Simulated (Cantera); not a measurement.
A freely propagating, adiabatic, planar premixed flame of 1.69 % CH₄, 1.69 % C₂H₆, 1.69 % C₃H₈, 19.9 % O₂, 75.0 % N₂, equivalence ratio 0.89, unburnt at 500 K and 9.87 atm; mixture-averaged transport, grid criteria slope 0.08 and curve 0.16, no radiation.

Cantera simulation using GRI-Mech 3.0 (53 species, 325 reactions); the numbers are that mechanism's predictions, not measurements. GRI-Mech 3.0 was tuned for natural gas; its chemistry of propane as a main component is partial and can be far from experiment. Burning velocities carry a grid error of a few per cent, more on coarse grids.

x: mole fraction of selected species; z is measured from the peak of heat release.

| z (mm) | T (K) | u (m/s) | x CH₄ | x C₂H₆ | x C₃H₈ | x CO | x O₂ | x CH₃ |
|---|---|---|---|---|---|---|---|---|
| -0.169 | 501 | 0.473 | 0.0169 | 0.0169 | 0.0169 | 1.92e-5 | 0.199 | <1e-8 |
| -0.112 | 505 | 0.477 | 0.0168 | 0.0168 | 0.0169 | 0.000120 | 0.199 | <1e-8 |
| -0.0843 | 518 | 0.491 | 0.0166 | 0.0168 | 0.0168 | 0.000465 | 0.197 | <1e-8 |
| -0.0562 | 595 | 0.566 | 0.0157 | 0.0162 | 0.0165 | 0.00256 | 0.190 | 4.34e-8 |
| -0.0281 | 989 | 0.959 | 0.0117 | 0.0114 | 0.0123 | 0.0149 | 0.151 | 4.00e-5 |
| -0.0141 | 1394 | 1.37 | 0.00751 | 0.00492 | 0.00482 | 0.0293 | 0.109 | 0.000572 |
| 0 | 1804 | 1.80 | 0.00231 | 0.000256 | 0.000117 | 0.0416 | 0.0650 | 0.000748 |
| 0.0141 | 2003 | 1.98 | 0.000159 | 3.45e-7 | 2.77e-8 | 0.0344 | 0.0421 | 7.08e-5 |
| 0.0281 | 2093 | 2.06 | (withheld) | <1e-8 | <1e-8 | (withheld) | (withheld) | (withheld) |
| 0.0562 | 2187 | 2.14 | 1.14e-8 | <1e-8 | <1e-8 | 0.0141 | 0.0279 | <1e-8 |
| 0.112 | 2261 | 2.20 | <1e-8 | <1e-8 | <1e-8 | (withheld) | (withheld) | <1e-8 |
| 0.225 | 2303 | 2.24 | <1e-8 | <1e-8 | <1e-8 | 0.00425 | 0.0221 | <1e-8 |
| 0.450 | 2317 | 2.25 | <1e-8 | <1e-8 | <1e-8 | 0.00297 | 0.0214 | <1e-8 |

Some entries are withheld; supply them.


- 0.0281, x CH₄: 5.66e-6
- 0.0281, x CO: 0.0240
- 0.0281, x O₂: 0.0339
- 0.0281, x CH₃: 2.96e-6
- 0.112, x CO: 0.00773
- 0.112, x O₂: 0.0242
